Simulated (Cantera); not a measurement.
# Catalytic stagnation flow on Pt

A jet of H2 : O2 : N2 = 0.029 : 0.11 : 0.79 (molar parts), equivalence ratio 0.13 at 300 K and 90.0 Torr hits a platinum plate 3 cm away at a mass flux of 0.06 kg/m²/s; the plate temperature is set and raised in steps from an oxygen-covered start.

Model: Deutschmann's 1995 Pt surface mechanism with GRI-Mech 3.0 gas chemistry, integrated in Cantera. Catalytic surfaces can have several steady states; this one follows from the mechanism file's or the stated starting coverage.

| plate T (K) | wall x H2 | wall x O2 | wall x H2O | wall x OH | θ free Pt | θ O* | θ OH* |
|---|---|---|---|---|---|---|---|
| 600 | 0.00297 | 0.0882 | 0.0548 | <1e-8 | 0.0552 | 0.937 | 0.00803 |
| 650 | 0.00295 | 0.0883 | 0.0544 | <1e-8 | 0.0581 | 0.937 | 0.00538 |
| 700 | 0.00287 | 0.0883 | 0.0543 | <1e-8 | 0.0626 | 0.934 | 0.00386 |
| 750 | 0.00253 | 0.0880 | 0.0546 | <1e-8 | 0.0746 | 0.922 | 0.00304 |
| 800 | 0.00196 | 0.0875 | 0.0554 | <1e-8 | 0.102 | 0.895 | 0.00265 |
x: mole fraction at the wall; θ: surface coverage.
